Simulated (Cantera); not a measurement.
What does this Cantera script print?

```python
import numpy as np
import cantera as ct

gas_names = [...]  # 96 gases of nasa_gas.yaml made of C, Cl, H, Ti
cond_names = """
    C(gr) C6H6(L) C7H8(L) C8H18(L),n-octa Ti(a) Ti(b) Ti(L) TiC(s) TiC(L) TiCL2(s) TiCL3(s) TiCL4(L)
""".split()


# ... load() reads the species with a 1 bar reference pressure and builds the phases ...
atoms = {
    'TiCl4': {'Ti': 1, 'CL': 4},
    'C3H8': {'C': 3, 'H': 8},
}
top_T = {'C(gr)': 4500, 'TiCL2(s)': 1300, 'TiCL3(s)': 1000}  # K; cautious upper limits of use, not melting points


# ... equilibrate(T, P, feed) seeds the gas with the atoms and calls Mixture.equilibrate('TP', solver="vcs", rtol=1e-11, max_steps=5000) ...
results = []
T = 1500  # K
P = 1333.22  # Pa
for m in [0.052, 0.067, 0.086, 0.11, 0.14, 0.18, 0.24]:
    feed = {'TiCl4': 1, 'C3H8': m}  # mol
    mix = equilibrate(T, P, feed)
    results.append((T, P, feed, dict(zip(mix.species_names, mix.species_moles))))
    x = sorted(zip(gas.X, gas.species_names), reverse=True)
    print(f"T = {T:g} K  P = {P:g} Pa  n(C3H8) = {m:g} mol  gas = {mix.phase_moles(0):.4g} mol")
    print("   x: " + "  ".join(f"{s} {v:.3e}" for v, s in x if v > 0.001))
    print("   condensed (mol): " + ("  ".join(f"{mix.phase(i).name} {mix.phase_moles(i):.4g}"
          for i in range(1, mix.n_phases) if mix.phase_moles(i) > 1e-12) or "none"))
```

It prints:

```
T = 1500 K  P = 1333.22 Pa  n(C3H8) = 0.052 mol  gas = 1.41 mol
   x: TiCL4 4.236e-01  HCL 2.855e-01  TiCL3 2.852e-01  H2 4.787e-03
   condensed (mol): C(gr) 0.156
T = 1500 K  P = 1333.22 Pa  n(C3H8) = 0.067 mol  gas = 1.516 mol
   x: TiCL4 3.328e-01  HCL 3.269e-01  TiCL3 3.260e-01  H2 1.328e-02
   condensed (mol): C(gr) 0.201
T = 1500 K  P = 1333.22 Pa  n(C3H8) = 0.086 mol  gas = 1.635 mol
   x: HCL 3.601e-01  TiCL3 3.487e-01  TiCL4 2.596e-01  H2 3.034e-02
   condensed (mol): C(gr) 0.254  TiC(s) 0.004019
T = 1500 K  P = 1333.22 Pa  n(C3H8) = 0.11 mol  gas = 1.762 mol
   x: HCL 4.137e-01  TiCL3 3.154e-01  TiCL4 2.270e-01  H2 4.281e-02
   condensed (mol): C(gr) 0.2873  TiC(s) 0.04268
T = 1500 K  P = 1333.22 Pa  n(C3H8) = 0.14 mol  gas = 1.919 mol
   x: HCL 4.660e-01  TiCL3 2.802e-01  TiCL4 1.939e-01  H2 5.877e-02
   condensed (mol): C(gr) 0.3315  TiC(s) 0.08849
T = 1500 K  P = 1333.22 Pa  n(C3H8) = 0.18 mol  gas = 2.125 mol
   x: HCL 5.177e-01  TiCL3 2.419e-01  TiCL4 1.594e-01  H2 8.000e-02
   condensed (mol): C(gr) 0.3941  TiC(s) 0.1459
T = 1500 K  P = 1333.22 Pa  n(C3H8) = 0.24 mol  gas = 2.426 mol
   x: HCL 5.695e-01  TiCL3 1.973e-01  TiCL4 1.215e-01  H2 1.109e-01
   condensed (mol): C(gr) 0.4949  TiC(s) 0.2251
```

Equilibrium computed with Cantera from the NASA thermochemical tables; the gas is ideal and each condensed phase is pure. The tables' values for TiCl2 are old estimates; treat these amounts as uncertain. TiC: taken at fixed stoichiometry.
